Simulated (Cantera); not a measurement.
**Adiabatic ignition**

An adiabatic, constant-pressure homogeneous reactor starts with CH4 : CO : O2 : N2 = 1 : 0.11 : 4.37 : 16.4 (molar parts), equivalence ratio 0.47, at 1823 K and 3750 Torr.

Computed with Cantera and GRI-Mech 3.0 (53 species, 325 reactions).

```json
[
 {"t (s)": "1.00e-6", "T (K)": "1823", "x CH4": "0.0457", "x CO": "0.00503", "x O2": "0.200", "x HO2": "4.33e-6", "x CH2": "3.57e-10", "x H2": "4.97e-6"},
 {"t (s)": "3.05e-6", "T (K)": "1823", "x CH4": "0.0455", "x CO": "0.00503", "x O2": "0.200", "x HO2": "1.27e-5", "x CH2": "3.21e-9", "x H2": "1.93e-5"},
 {"t (s)": "9.30e-6", "T (K)": "1824", "x CH4": "0.0445", "x CO": "0.00507", "x O2": "0.199", "x HO2": "4.49e-5", "x CH2": "8.46e-8", "x H2": "0.000160"},
 {"t (s)": "2.83e-5", "T (K)": "2444", "x CH4": "<1e-12", "x CO": "0.0175", "x O2": "0.104", "x HO2": "1.97e-5", "x CH2": "<1e-12", "x H2": "0.00408"},
 {"t (s)": "8.64e-5", "T (K)": "2664", "x CH4": "<1e-12", "x CO": "0.00537", "x O2": "0.103", "x HO2": "1.70e-5", "x CH2": "<1e-12", "x H2": "0.00148"},
 {"t (s)": "0.000263", "T (K)": "2662", "x CH4": "<1e-12", "x CO": "0.00525", "x O2": "0.102", "x HO2": "1.68e-5", "x CH2": "<1e-12", "x H2": "0.00146"},
 {"t (s)": "0.000803", "T (K)": "2655", "x CH4": "<1e-12", "x CO": "0.00514", "x O2": "0.0997", "x HO2": "1.63e-5", "x CH2": "<1e-12", "x H2": "0.00143"},
 {"t (s)": "0.00245", "T (K)": "2643", "x CH4": "<1e-12", "x CO": "0.00497", "x O2": "0.0961", "x HO2": "1.54e-5", "x CH2": "<1e-12", "x H2": "0.00139"},
 {"t (s)": "0.00747", "T (K)": "2638", "x CH4": "<1e-12", "x CO": "0.00490", "x O2": "0.0945", "x HO2": "1.51e-5", "x CH2": "<1e-12", "x H2": "0.00137"},
 {"t (s)": "0.0228", "T (K)": "2638", "x CH4": "<1e-12", "x CO": "0.00490", "x O2": "0.0944", "x HO2": "1.51e-5", "x CH2": "<1e-12", "x H2": "0.00137"},
 {"t (s)": "0.0694", "T (K)": "2638", "x CH4": "<1e-12", "x CO": "0.00490", "x O2": "0.0944", "x HO2": "1.51e-5", "x CH2": "<1e-12", "x H2": "0.00137"},
 {"t (s)": "0.212", "T (K)": "2638", "x CH4": "<1e-12", "x CO": "0.00490", "x O2": "0.0944", "x HO2": "1.51e-5", "x CH2": "<1e-12", "x H2": "0.00137"},
 {"t (s)": "0.645", "T (K)": "2638", "x CH4": "<1e-12", "x CO": "0.00490", "x O2": "0.0944", "x HO2": "1.51e-5", "x CH2": "<1e-12", "x H2": "0.00137"},
 {"t (s)": "1.97", "T (K)": "2638", "x CH4": "<1e-12", "x CO": "0.00490", "x O2": "0.0944", "x HO2": "1.51e-5", "x CH2": "<1e-12", "x H2": "0.00137"},
 {"t (s)": "6.00", "T (K)": "2638", "x CH4": "<1e-12", "x CO": "0.00490", "x O2": "0.0944", "x HO2": "1.51e-5", "x CH2": "<1e-12", "x H2": "0.00137"}
]
```
x: mole fraction; the columns are a selection and need not sum to one.

```json
{
 "time_of_steepest_temperature_rise": "22.9 µs",
 "temperature at 6.00 s": "2638 K",
 "equilibrium_temperature": "2638 K",
 "x(CH4) at 6.00 s": "<1e-12 (gas-phase equilibrium <1e-12)",
 "x(CO) at 6.00 s": "0.00490 (gas-phase equilibrium 0.00490)",
 "x(O2) at 6.00 s": "0.0944 (gas-phase equilibrium 0.0944)"
}
```
